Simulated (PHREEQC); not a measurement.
Model water analysis in mg/kgw, 25 °C, pH 7.32: Na 2280; K 72.3; Ca 10.6; Mg 134; Cl 3210; S(6) as SO4 988; Alkalinity as HCO3 16; Li 0.273.

Valence states are taken as typed.

All values are PHREEQC results (Pitzer model, pitzer.dat), not measurements.

This is a speciation only: nothing precipitates in the calculation.

### Question
Order these C species by the share of C that they hold, largest first: CO3-2, CO2, HCO3-, MgCO3.

### Answer
HCO3- (92 %), CO2 (7.9 %), CO3-2 (0.25 %), MgCO3 (0.11 %)

The pH is 7.32 and the ionic strength 0.128 mol/kgw.
